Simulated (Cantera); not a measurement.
Source: NASA polynomial tables (part measured, part estimated), evaluated in Cantera. Values are per mole of reaction as written; species without (g) are pure solids or liquids, kept so even where they would boil at 1 bar.

2 NH3(g) + 5 TaO2(g) ⇌ 6 OH(g) + 2 NO2(g) + 5 Ta, with ΔH° = 1400.7 kJ and ΔS° = 3.8 J/K at 300 K.

Q: How far is the shortcut ΔG° ≈ ΔH°(300 K) − T·ΔS°(300 K) from the full temperature-dependent value at 1850, 1900, 1950, 2000, 2050 K?

A: 
```tsv
T (K)	shortcut (kJ)	full (kJ)	difference (kJ)	difference in log10 K
1850	1393.7	1289.4	104.3	-2.94
1900	1393.5	1284.4	109.1	-3.00
1950	1393.3	1279.3	113.9	-3.05
2000	1393.1	1274.2	118.9	-3.10
2050	1392.9	1269.1	123.8	-3.16
```
The shortcut ignores the heat-capacity change of the reaction.
